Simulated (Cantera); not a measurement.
Feed: 1 mol PbO, a varied amount of H2, 28 mol N2, at 1023 K and 9.70 mbar.

Method: chemical equilibrium by Gibbs-energy minimisation in Cantera with the NASA 1993 tables (ideal gas, pure condensed phases). Candidate condensed phases: H2O, Pb, PbO, PbO2, Pb3O4; 27 gas species. Rates play no part.

### Question
Which condensed phases are stable at each of these points (n(H2) (mol)): 220, 330, 450, 570, 690, 810, 930?

### Answer
```csv
n(H2) (mol),condensed phases,Pb condensed (%)
220,Pb(l),31.6
330,Pb(l),1.3
450,gas only,0.0
570,gas only,0.0
690,gas only,0.0
810,gas only,0.0
930,gas only,0.0
```

From 220 mol H2 to 330 mol H2 the condensed part is Pb(l). From 450 mol H2 to 930 mol H2 nothing is condensed.
